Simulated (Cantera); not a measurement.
Input: 1 mol PbO, 640 mol H2, 0.39 mol N2, at 1523.15 K and 15.0 Pa.

Equilibrium computed with Cantera from the NASA thermochemical tables; the gas is ideal and each condensed phase is pure. Candidate condensed phases: H2O, Pb, PbO, PbO2, Pb3O4; 27 gas species. The numbers say what is thermodynamically allowed, not how fast it happens.

Base state: H2 0.994, H 0.00189, Pb 0.00156, H2O 0.00156, N2 0.000607 (mole fractions); condensed: gas only.

Problem. What changes in the equilibrium state with this change: PbO replaced by PbS?

Solution. 
| species | before | after |
|---|---|---|
| H2 | 0.994 | 0.995 |
| H | 0.00189 | 0.00189 |
| Pb | 0.00156 | 0.00150 |
| H2O | 0.00156 | 0 |
| H2S | 0 | 0.000634 |
| SH | 0 | 0.000283 |
| S2 | 0 | 0.000256 |
Further candidate phases: PbS, S.
